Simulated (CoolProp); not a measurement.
Nitrogen at 293.15 K and 0.149 MPa is throttled through a valve to 0.0921 MPa with no heat exchange. Each further row changes one setting.

Model: reference Helmholtz-energy equation of state, Span 2000, in CoolProp.

```
case                        temperature change (K)  final density (kg/m³)
--------------------------  ----------------------  ---------------------
as stated                                     -0.1                   1.06
outlet pressure 0.0276 MPa                    -0.3                  0.318
outlet pressure 0.12 MPa                      -0.1                   1.38
```
